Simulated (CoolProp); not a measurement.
Vapour-liquid equilibrium of m-xylene (1) + n-undecane (2) at 381 kPa; x and y are mole fractions of (1).

Values from CoolProp's multi-fluid Helmholtz-energy mixture model, Zhou 2012 and Aleksandrov 2011; pair parameters Bell 2016.

Task: Give the bubble temperature and the first vapour's composition at x = 0.5, 0.725, 0.95. Is there an azeotrope?

Result: x = 0.5: 221.8 °C, y = 0.735; x = 0.725: 209.1 °C, y = 0.889; x = 0.95: 198.5 °C, y = 0.985. No azeotrope shows between x = 0.05 and 0.95.

Pair parameters are fitted to limited data, so mixtures are less certain than the pure fluids.
